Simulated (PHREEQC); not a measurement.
Dissolve 0.001 mol/kgw HCl and 0.0041 mol/kgw CuSO4 at 87 °C. Closed to the air; pH follows from the charge balance.

Model: ion-association model, phreeqc.dat, run in PHREEQC.

```csv
quantity,before,after
pH,3.31,4.47
ionic strength (mol/kgw),0.0127,0.0143
Cu+2 (mol/kgw),0.00313,0.00303
SO4-2 (mol/kgw),0.00274,0.00287
Cl- (mol/kgw),0.000940,0.00188
CuSO4 (mol/kgw),0.000914,0.000886
```

Q: Name the change that produced these shifts.
A. 0.004 mol/kgw LiCl added
B. CuSO4 from 0.0041 to 0.00615 mol/kgw
C. HCl replaced by FeCl2 at the same molality
D. 0.0081 mol/kgw Sr(NO3)2 added
E. diluted 10-fold with water

A: C, HCl replaced by FeCl2 at the same molality

No solid was allowed to form. At this temperature some constants are extrapolated from 25 °C, and those without enthalpy data are left unchanged.
